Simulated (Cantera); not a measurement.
A closed system holds: 1 mol S, 0.0036 mol SO₂, 0.087 mol H₂, held at 802 °C and 1 atm.

Cantera equilibrium calculation (NASA polynomials, part measured and part estimated; ideal gas, pure solids and liquids). Candidate condensed phases: H₂O, H₂SO₄, S; 19 gas species. Gases not in the tables: S₃ to S₇. Kinetics and transport are ignored.

Base state: S₂ 0.840, H₂S 0.145, H₂O 0.0110, H₂ 0.00246, S₂O 0.00112, SO₂ 0.000505, SH 6.97e-5, S₈ 2.99e-5 (mole fractions); condensed: gas only.

Problem. What changes in the equilibrium state with this change: pressure from 1 atm to 4.80 mbar?

Solution. 
```csv
species,before,after
S₂,0.840,0.843
H₂S,0.145,0.115
H₂,0.00246,0.0283
H₂O,0.0110,0.0127
S₈,2.99e-5,<1e-9
S₂O,0.00112,0.000112
SO₂,0.000505,7.38e-5
SH,6.97e-5,0.000237
```

Problem. What changes in the equilibrium state with this change: temperature from 802 °C to 1725 °C?

Solution. 
```tsv
species	before	after
S₂	0.840	0.834
H₂	0.00246	0.0853
H₂S	0.145	0.0466
SH	6.97e-5	0.0190
H₂O	0.0110	0.00917
H	<1e-9	0.000466
S	3.86e-8	0.00285
S₈	2.99e-5	<1e-9
SO	3.92e-6	0.00178
S₂O	0.00112	0.000777
```

Problem. What changes in the equilibrium state with this change: temperature from 802 °C to 1050 °C?

Solution. 
```csv
species,before,after
S₂,0.840,0.841
H₂S,0.145,0.131
H₂,0.00246,0.0147
H₂O,0.0110,0.0117
S₈,2.99e-5,9.29e-9
SH,6.97e-5,0.000814
SO,3.92e-6,3.72e-5
```
